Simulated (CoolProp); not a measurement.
Sulfur dioxide along the isotherm 229 K: Z from the reference equation and from simpler models built on Tc = 430.6 K, pc = 7.887 MPa, ω = 0.256; each cubic takes its own stable root.

Model: reference Helmholtz-energy equation of state, Gao 2016, in CoolProp.

```json
[
 {"p (MPa)": "2.19", "phase": "liquid", "reference": "0.04749"},
 {"p (MPa)": "4.38", "phase": "liquid", "reference": "0.09483"},
 {"p (MPa)": "6.57", "phase": "liquid", "reference": "0.1420"},
 {"p (MPa)": "8.76", "phase": "liquid", "reference": "0.1891"},
 {"p (MPa)": "11", "phase": "liquid", "reference": "0.2370"},
 {"p (MPa)": "13.1", "phase": "liquid", "reference": "0.2819"},
 {"p (MPa)": "15.3", "phase": "liquid", "reference": "0.3287"},
 {"p (MPa)": "17.5", "phase": "liquid", "reference": "0.3754"},
 {"p (MPa)": "19.7", "phase": "liquid", "reference": "0.4220"}
]
```

How far does each simpler model (van der Waals, Redlich-Kwong, Soave-Redlich-Kwong, Peng-Robinson) lie from the reference over these 9 states: mean and median of the absolute difference, and the worst?


- van der Waals: mean 68.4 %, median 68.3 %, worst +70.1 % at 229 K and 2.19 MPa
- Redlich-Kwong: mean 14.8 %, median 14.8 %, worst +15.0 % at 229 K and 2.19 MPa
- Soave-Redlich-Kwong: mean 12.4 %, median 12.4 %, worst +12.5 % at 229 K and 19.7 MPa
- Peng-Robinson: mean 0.1 %, median 0.1 %, worst -0.1 % at 229 K and 2.19 MPa
